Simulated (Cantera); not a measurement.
Charge: 1 mol Si(CH₃)₄, 0.3 mol CH₄, 1000 mol H₂, held at 1748.15 K and 1.00 bar.

Cantera equilibrium calculation (NASA polynomials, part measured and part estimated; ideal gas, pure solids and liquids). Candidate condensed phases: C, C₆H₆, C₇H₈, C₈H₁₈, Si, SiC; 87 gas species. Equilibrium is a limit: real reactors are often held back by kinetics, nucleation or transport.

Base state: H₂ 0.999, CH₄ 0.000917, H 0.000229, C₂H₂ (acetylene) 0.000113 (mole fractions); condensed: C(graphite) + SiC(s).

Question: What changes in the equilibrium state with this change: temperature from 1748.15 K to 2250 K?

Answer: 
```csv
species,before,after
H₂,0.999,0.991
H,0.000229,0.00739
C₂H₂ (acetylene),0.000113,0.00164
Si,2.75e-8,0.000105
SiH,3.66e-8,4.20e-5
SiH₂,3.87e-7,6.57e-5
"C(graphite), mol",2.14,0
"SiC(s), mol",1.000,0.763
```
Gases not in the tables: Si₂H₆ and higher silanes.

Question: What changes in the equilibrium state with this change: pressure from 1.00 bar to 7.80 mbar?

Answer: 
| species | before | after |
|---|---|---|
| H₂ | 0.999 | 0.997 |
| H | 0.000229 | 0.00259 |
| C₂H₂ (acetylene) | 0.000113 | 0.000113 |
| CH₄ | 0.000917 | 7.13e-6 |
| C(graphite), mol | 2.14 | 3.07 |
| SiC(s), mol | 1.000 | 0.996 |
